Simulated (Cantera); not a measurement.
Input: 1 mol C2H2, 1.1 mol H2O, equilibrated at 128 Torr.

Method: chemical equilibrium by Gibbs-energy minimisation in Cantera with the NASA 1993 tables (ideal gas, pure condensed phases). Candidate condensed phases: C, C6H6, C7H8, C8H18, H2O; 110 gas species. Rates play no part.

log p: log10 of the partial pressure in bar; n: condensed amount in mol.

| T (°C) | log p H2 | log p CO | log p H | log p C2H2 (acetylene) | log p CH4 | log p H2O | log p CO2 | n C(graphite) |
|---|---|---|---|---|---|---|---|---|
| 1102 | -0.95 | -1.23 | -5.94 | -6.70 | -4.21 | -4.52 | (withheld) | 0.900 |
| 1177 | -0.95 | -1.23 | -5.50 | -6.26 | -4.39 | -4.79 | (withheld) | 0.900 |
| 1252 | -0.95 | -1.23 | -5.10 | -5.87 | -4.55 | -5.03 | (withheld) | 0.900 |
| 1327 | -0.95 | -1.23 | -4.74 | -5.51 | -4.69 | -5.24 | (withheld) | 0.900 |
| 1402 | -0.95 | -1.23 | -4.41 | -5.19 | -4.82 | -5.44 | (withheld) | 0.900 |
| 1477 | -0.95 | -1.23 | -4.11 | -4.89 | -4.95 | -5.62 | (withheld) | 0.899 |
| 1552 | -0.95 | -1.23 | -3.83 | -4.62 | -5.06 | -5.78 | (withheld) | 0.899 |
| 1627 | -0.95 | -1.23 | -3.58 | -4.37 | -5.16 | -5.94 | (withheld) | 0.898 |
| 1702 | -0.95 | -1.23 | -3.34 | -4.14 | -5.25 | -6.08 | (withheld) | 0.897 |
| 1777 | -0.96 | -1.23 | -3.12 | -3.93 | -5.34 | -6.20 | (withheld) | 0.895 |
| 1852 | -0.96 | -1.23 | -2.92 | -3.73 | -5.42 | -6.33 | (withheld) | 0.893 |

Task: Fill in the missing entries.

Result: 
- 1102, log p CO2: -5.12
- 1177, log p CO2: -5.45
- 1252, log p CO2: -5.74
- 1327, log p CO2: -6.00
- 1402, log p CO2: -6.24
- 1477, log p CO2: -6.46
- 1552, log p CO2: -6.66
- 1627, log p CO2: -6.84
- 1702, log p CO2: -7.01
- 1777, log p CO2: -7.16
- 1852, log p CO2: -7.30
